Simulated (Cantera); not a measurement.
Feed: 1 mol CH3SiCl3, 2.1 mol HCl, 8.1 mol H2, held at 76.0 mbar.

Cantera equilibrium calculation (NASA polynomials, part measured and part estimated; ideal gas, pure solids and liquids). Candidate condensed phases: C, C6H6, C7H8, C8H18, Si, SiC; 109 gas species. The feed counts by its element totals alone. The tables' values for SiCl3, SiCl are old estimates; treat these amounts as uncertain. Gases not in the tables: Si2H6 and higher silanes. Equilibrium is a limit: real reactors are often held back by kinetics, nucleation or transport.

log p: log10 of the partial pressure in bar; n: condensed amount in mol.

| T (K) | log p H2 | log p HCl | log p SiCl2 | log p H | log p Cl | log p SiCl4 | log p C2H2 (acetylene) | n C(graphite) | n SiC(s) |
|---|---|---|---|---|---|---|---|---|---|
| 1398 | -1.32 | -1.57 | -3.67 | -5.98 | -6.32 | -3.45 | -6.93 | (withheld) | 0.870 |
| 1498 | -1.32 | -1.56 | -3.43 | -5.43 | -5.75 | -3.91 | -6.38 | (withheld) | 0.889 |
| 1598 | -1.32 | -1.56 | -3.24 | -4.94 | -5.27 | -4.35 | -5.89 | (withheld) | 0.872 |
| 1698 | -1.32 | -1.56 | -3.08 | -4.50 | -4.85 | -4.77 | -5.46 | (withheld) | 0.837 |
| 1798 | -1.32 | -1.57 | -2.95 | -4.11 | -4.48 | -5.15 | -5.08 | (withheld) | 0.792 |
| 1898 | -1.32 | -1.58 | -2.84 | -3.77 | -4.15 | -5.51 | -4.74 | (withheld) | 0.740 |
| 1998 | -1.32 | -1.59 | -2.76 | -3.45 | -3.86 | -5.84 | -4.44 | (withheld) | 0.683 |
| 2098 | -1.32 | -1.61 | -2.68 | -3.17 | -3.60 | -6.15 | -4.16 | (withheld) | 0.622 |
| 2198 | -1.32 | -1.63 | -2.62 | -2.91 | -3.36 | -6.44 | -3.91 | (withheld) | 0.555 |
| 2298 | -1.32 | -1.65 | -2.57 | -2.68 | -3.15 | -6.72 | -3.69 | (withheld) | 0.468 |

Q: Fill in the missing entries.

A: 
- 1398, n C(graphite): 0.128
- 1498, n C(graphite): 0.110
- 1598, n C(graphite): 0.127
- 1698, n C(graphite): 0.161
- 1798, n C(graphite): 0.205
- 1898, n C(graphite): 0.253
- 1998, n C(graphite): 0.304
- 2098, n C(graphite): 0.353
- 2198, n C(graphite): 0.400
- 2298, n C(graphite): 0.450
